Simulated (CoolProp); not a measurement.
Aqueous potassium acetate as a coolant, at 33 °C, 1 atm.

Computed with CoolProp (Melinder's fits for secondary coolants).

| mass % | freezing point (°C) | cp (kJ/(kg K)) | density (kg/m³) | Prandtl number | viscosity (mPa s) |
|---|---|---|---|---|---|
| 1.5 | -0.5 | 4.122 | 1004 | 5.21 | 0.777 |
| 5.4 | -2.2 | 3.984 | 1025 | 5.68 | 0.856 |
| 9.3 | -4.2 | 3.854 | 1044 | 6.22 | 0.946 |
| 13.2 | -6.4 | 3.732 | 1062 | 6.82 | 1.05 |
| 17.1 | -8.9 | 3.616 | 1081 | 7.50 | 1.16 |
| 20.9 | -12.0 | 3.507 | 1101 | 8.25 | 1.29 |
| 24.8 | -16.0 | 3.398 | 1122 | 9.16 | 1.44 |
| 28.7 | -21.1 | 3.292 | 1144 | 10.3 | 1.63 |
| 32.6 | -27.5 | 3.188 | 1166 | 11.7 | 1.86 |
| 36.5 | -34.9 | 3.085 | 1188 | 13.4 | 2.15 |
| 40.4 | -43.0 | 2.983 | 1211 | 15.5 | 2.51 |
